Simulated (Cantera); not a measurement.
# Counterflow diffusion flame

A counterflow diffusion flame at 1.00 atm, nozzles 20 mm apart: fuel side CO : H2 : N2 = 1 : 0.99 : 0.33 (molar parts) at 575 K, oxidiser side O2 : N2 = 0.21 : 0.79 (molar parts) at 400 K, fuel mass flux 0.57 times the oxidiser's; mixture-averaged transport, no radiation.

Computed with Cantera and GRI-Mech 3.0 (53 species, 325 reactions). The maximum strain rate includes the flame's own expansion and is several times the mean.

```csv
oxidiser flux (kg/m²/s),max strain (1/s),mean strain (1/s),T max (K),peak x OH,peak x H,peak x NO,peak x CO
0.61,320,83.2,2200,0.0124,0.0102,0.000121,0.456
0.85,434,116,2162,0.0126,0.0116,9.18e-5,0.455
1.2,596,164,2119,0.0127,0.0131,7.05e-5,0.455
1.7,824,232,2073,0.0127,0.0149,5.54e-5,0.455
2.4,1140,327,2028,0.0127,0.0168,4.55e-5,0.454
3.3,1540,450,1981,0.0125,0.0187,3.84e-5,0.454
4.7,2140,641,1929,0.0122,0.0209,3.25e-5,0.453
6.6,2950,900,1875,0.0117,0.0231,2.78e-5,0.454
9.3,4090,1270,1818,0.0112,0.0253,2.33e-5,0.454
13,5620,1770,1761,0.0104,0.0273,1.94e-5,0.453
```
x: mole fraction; the columns are a selection and need not sum to one.
